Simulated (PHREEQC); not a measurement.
Consider water at 25 °C with 0.056 mol/kgw Al2(SO4)3. Closed to the air; pH follows from the charge balance.

Equilibrium calculation in PHREEQC: ion-association model, phreeqc.dat.

Precipitation was switched off in this run.

### Question
Estimate the pH, ionic strength.

### Answer
pH 3.89; ionic strength 0.176 mol/kgw.

### Question
In which forms is S present?

### Answer
AlSO4+ 44 %, Al(SO4)2- 33 %, SO4-2 23 % of the S.

The solution is supersaturated, for example in Gibbsite (slow to form), so a real one may precipitate; this is no full list. Species that the database lacks are ignored.
